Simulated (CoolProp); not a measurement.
Vapour-liquid equilibrium of R125 (1) + propane (2) at -30.25 °C; x and y are mole fractions of (1).

Model: multi-fluid Helmholtz-energy mixture model, Lemmon 2005 and Lemmon 2009; pair parameters Bell 2016, in CoolProp.

Give the bubble pressure and the first vapour's composition at x = 0.125, 0.2, 0.875. Is there an azeotrope?

x = 0.125: 248.0 kPa, y = 0.383; x = 0.2: 271.0 kPa, y = 0.459; x = 0.875: 275.2 kPa, y = 0.747. y crosses x between x = 0.575 and 0.65: the model has an azeotrope there.

Pair parameters are fitted to limited data, so mixtures are less certain than the pure fluids. With so large a gap from Raoult's law the liquid may split in two, which this calculation doesn't test in full.
